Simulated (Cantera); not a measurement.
Charge: 1 mol Cr, 0.11 mol O2, 220 mol H2, at 2548.15 K and 750 Torr.

Method: chemical equilibrium by Gibbs-energy minimisation in Cantera with the NASA 1993 tables (ideal gas, pure condensed phases). Candidate condensed phases: Cr, Cr2O3, H2O; 13 gas species. Kinetics and transport are ignored.

Base state: H2 0.964, H 0.0304, Cr 0.00445, H2O 0.000969 (mole fractions); condensed: gas only.

Question: What changes in the equilibrium state with this change: Cr replaced by Ta?

Answer: 
| species | before | after |
|---|---|---|
| H2 | 0.964 | 0.969 |
| H | 0.0304 | 0.0305 |
| H2O | 0.000969 | 0.000928 |
| Cr | 0.00445 | 0 |
| TaO | 0 | 2.69e-5 |
| TaO2 | 0 | 1.15e-5 |
| Ta(s), mol | 0 | 0.991 |
Condensed phases not in the tables: N, O or C dissolved in the metal. Further candidate phases: Ta, Ta2O5.

Question: What changes in the equilibrium state with this change: pressure from 750 Torr to 293 Torr?

Answer: 
```tsv
species	before	after
H2	0.964	0.946
H	0.0304	0.0482
Cr	0.00445	0.00441
OH	6.68e-6	1.07e-5
H2O	0.000969	0.000956
```
